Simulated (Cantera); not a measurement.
Feed: 1 mol Si₂H₆, 0.32 mol H₂O, 1.5 mol N₂, at 1598.15 K and 5.60 mbar.

These are equilibrium values from Cantera (NASA tables, ideal gas, pure condensed phases), not measurements of a reactor. Candidate condensed phases: H₂O, Si, SiO₂, Si₂N₂O, Si₃N₄; 35 gas species. The feed counts by its element totals alone. Mutual solubility and eutectic melting of coexisting phases are not modelled. Equilibrium is a limit: real reactors are often held back by kinetics, nucleation or transport.

Base state: H₂ 0.922, N₂ 0.0763, SiO 0.00127, H 0.000684, Si 1.29e-5 (mole fractions); condensed: Si₂N₂O(s) + Si₃N₄(s).

Task: What changes in the equilibrium state with this change: temperature from 1598.15 K to 1475 K?

Result: 
| species | before | after |
|---|---|---|
| H₂ | 0.922 | 0.924 |
| N₂ | 0.0763 | 0.0761 |
| H | 0.000684 | 0.000167 |
| SiO | 0.00127 | 3.39e-5 |
| Si | 1.29e-5 | 1.70e-7 |
| Si₂N₂O(s), mol | 0.315 | 0.320 |
| Si₃N₄(s), mol | 0.455 | 0.453 |
N₂ is the only nitrogen source here; it is nearly inert below about 1500 K, so the nitride shown seldom forms there in practice.
